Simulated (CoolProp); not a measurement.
A closed Brayton cycle with carbon dioxide: compressor inlet 323.15 K and 9.3 MPa, high pressure 31.6 MPa, turbine inlet 710 K, compressor efficiency 0.89, turbine efficiency 0.85, recuperator effectiveness 0 (on enthalpy, no pinch check). Each further row changes one setting.

Computed with CoolProp (reference Helmholtz-energy equation of state, Span 1996).

```
case                           thermal efficiency (%)  net work (kJ/kg)  compressor to turbine work  compressor exit (K)  turbine exit (K)
-----------------------------  ----------------------  ----------------  --------------------------  -------------------  ----------------
as stated                                        16.1              68.3                        0.45                410.7             582.3
turbine inlet 660 K                              15.8              56.9                        0.50                410.7             536.6
compressor inlet 333.15 K                        15.3              58.3                        0.53                434.3             582.3
high pressure 26.9 MPa                           14.5              63.4                        0.42                398.9             598.6
recuperator effectiveness 0.5                    21.2              68.3                        0.45                410.7             582.3
```
